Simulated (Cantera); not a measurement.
Input: 1 mol B₂H₆, 0.53 mol NH₃, 3 mol N₂, equilibrated at 2400 K and 4.43 Torr.

These are equilibrium values from Cantera (NASA tables, ideal gas, pure condensed phases), not measurements of a reactor. Candidate condensed phases: B, BN; 15 gas species. The feed counts by its element totals alone. The tables' values for BH₂ are old estimates; treat these amounts as uncertain. The numbers say what is thermodynamically allowed, not how fast it happens.

Base state: H₂ 0.429, N₂ 0.428, H 0.136, B 0.00540, BH₂ 0.00128, BH 0.000183, BN 0.000124 (mole fractions); condensed: B(l).

Question: What changes in the equilibrium state with this change: temperature from 2400 K to 875 K?

Answer: 
```
species       before  after
----------  --------  -----
H₂             0.429  0.626
N₂             0.428  0.374
H              0.136  <1e-9
B            0.00540  <1e-9
BH₂          0.00128  <1e-9
BH          0.000183  <1e-9
B(l), mol       1.95      0
BN(s), mol         0   2.00
```
